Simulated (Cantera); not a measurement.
Mixture: CH₄ : O₂ : N₂ = 1 : 2 : 10.4 (molar parts), at 19.0 bar, adiabatic and at constant pressure. Ignition delay is the time to a rise of 400 K.

Detailed kinetics in Cantera: GRI-Mech 3.0 (53 species, 325 reactions). The pressure lies above the range GRI-Mech 3.0 was tuned for (to about 10 atm).

Q: What does this change do: O2 2 to 1.4 parts?

A: 
```csv
quantity,before,after
delay at 1300 K,1.01 ms,1.72 ms
delay at 1400 K,0.366 ms,0.633 ms
delay at 1500 K,0.143 ms,0.246 ms
delay at 1600 K,59.6 µs,98.7 µs
delay at 1700 K,26.3 µs,41.6 µs
apparent activation energy between 1600 and 1700 K,180 kJ/mol,200 kJ/mol
```

Q: What does this change do: pressure from 19.0 bar to 0.540 bar?

A: 
| quantity | before | after |
|---|---|---|
| delay at 1300 K | 1.01 ms | 25.5 ms |
| delay at 1400 K | 0.366 ms | 7.25 ms |
| delay at 1500 K | 0.143 ms | 2.44 ms |
| delay at 1600 K | 59.6 µs | 0.981 ms |
| delay at 1700 K | 26.3 µs | 0.458 ms |
| apparent activation energy between 1600 and 1700 K | 180 kJ/mol | 170 kJ/mol |
